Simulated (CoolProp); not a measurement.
Vapour-liquid equilibrium of R114 (1) + n-pentane (2) at 298.7 K; x and y are mole fractions of (1).

Computed with CoolProp (multi-fluid Helmholtz-energy mixture model, Platzer 1990 and Thol 2019; pair parameters Bell 2016). This equation is an older, rougher fit; its heat capacities, sound speeds and derivatives of the liquid may be far off and weren't checked against measurements.

```csv
x,bubble pressure (MPa),y at the bubble point,dew pressure at overall composition x (MPa),liquid density (mol/L)
0.05,0.08396,0.204,0.07280,8.590
0.2,0.1194,0.512,0.08362,8.555
0.35,0.1462,0.658,0.09795,8.524
0.5,0.1672,0.750,0.1175,8.499
0.65,0.1845,0.823,0.1446,8.483
0.8,0.1998,0.892,0.1792,8.479
0.95,0.2139,0.970,0.2107,8.492
```

No azeotrope shows between x = 0.05 and 0.95.

The pair parameters rest on a limited set of measurements; away from them the model extrapolates.
